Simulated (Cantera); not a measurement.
Feed: 1 mol Si3N4, a varied amount of CO2, 160 mol N2, held at 1450 K and 7.50 Torr.

Cantera equilibrium calculation (NASA polynomials, part measured and part estimated; ideal gas, pure solids and liquids). Candidate condensed phases: C, Si, SiC, SiO2, Si2N2O, Si3N4; 34 gas species. Mutual solubility and eutectic melting of coexisting phases are not modelled. The tables hold silica as quartz up to 1696 K and as liquid above; real silica turns to tridymite and cristobalite and melts near 1996 K. Equilibrium is a limit: real reactors are often held back by kinetics, nucleation or transport.

Which condensed phases are stable at each of these points (n(CO2) (mol)): 0.14, 0.18, 0.24, 0.32, 0.43, 0.57, 0.75, 1, 1.3, 1.8?


```json
[
 {"n(CO2) (mol)": "0.14", "condensed phases": "SiC(s) + Si2N2O(s) + Si3N4(s)", "Si condensed (%)": "100.0"},
 {"n(CO2) (mol)": "0.18", "condensed phases": "SiC(s) + Si2N2O(s) + Si3N4(s)", "Si condensed (%)": "100.0"},
 {"n(CO2) (mol)": "0.24", "condensed phases": "SiC(s) + Si2N2O(s) + Si3N4(s)", "Si condensed (%)": "100.0"},
 {"n(CO2) (mol)": "0.32", "condensed phases": "SiC(s) + Si2N2O(s) + Si3N4(s)", "Si condensed (%)": "100.0"},
 {"n(CO2) (mol)": "0.43", "condensed phases": "SiC(s) + Si2N2O(s) + Si3N4(s)", "Si condensed (%)": "100.0"},
 {"n(CO2) (mol)": "0.57", "condensed phases": "SiC(s) + Si2N2O(s) + Si3N4(s)", "Si condensed (%)": "100.0"},
 {"n(CO2) (mol)": "0.75", "condensed phases": "SiC(s) + Si2N2O(s)", "Si condensed (%)": "100.0"},
 {"n(CO2) (mol)": "1", "condensed phases": "SiC(s) + Si2N2O(s)", "Si condensed (%)": "100.0"},
 {"n(CO2) (mol)": "1.3", "condensed phases": "C(graphite) + Si2N2O(s)", "Si condensed (%)": "100.0"},
 {"n(CO2) (mol)": "1.8", "condensed phases": "SiO2(β-quartz) + Si2N2O(s)", "Si condensed (%)": "98.6"}
]
```

From 0.14 mol CO2 to 0.57 mol CO2 the condensed part is SiC(s) + Si2N2O(s) + Si3N4(s). From 0.75 mol CO2 to 1 mol CO2 the condensed part is SiC(s) + Si2N2O(s). At 1.3 mol CO2 the condensed part is C(graphite) + Si2N2O(s). At 1.8 mol CO2 the condensed part is SiO2(β-quartz) + Si2N2O(s).
